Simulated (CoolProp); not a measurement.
R507A along the isobar 21.5 MPa: density (kg/m³) from the reference equation and from simpler models built on Tc = 343.8 K, pc = 3.705 MPa, ω = 0.286; each cubic takes its own stable root.

Computed with CoolProp (reference Helmholtz-energy equation of state, Lemmon 2003). It is a pseudo-pure fit of the blend.

```csv
T (K),phase,reference
254.8,liquid,1297
270.9,liquid,1254
287.1,liquid,1211
303.3,liquid,1166
319.5,liquid,1120
335.7,liquid,1073
351.9,supercritical,1024
368,supercritical,973.9
384.2,supercritical,922.5
400.4,supercritical,870.5
416.6,supercritical,818.9
432.8,supercritical,768.6
```

Task: How far does each simpler model (van der Waals, Redlich-Kwong, Peng-Robinson) lie from the reference over these 12 states: mean and median of the absolute difference, and the worst?

Result: 
- van der Waals: mean 29.6 %, median 30.9 %, worst -37.3 % at 254.8 K and 21.5 MPa
- Redlich-Kwong: mean 10.3 %, median 11.1 %, worst -12.9 % at 254.8 K and 21.5 MPa
- Peng-Robinson: mean 1.6 %, median 1.1 %, worst -4.3 % at 432.8 K and 21.5 MPa
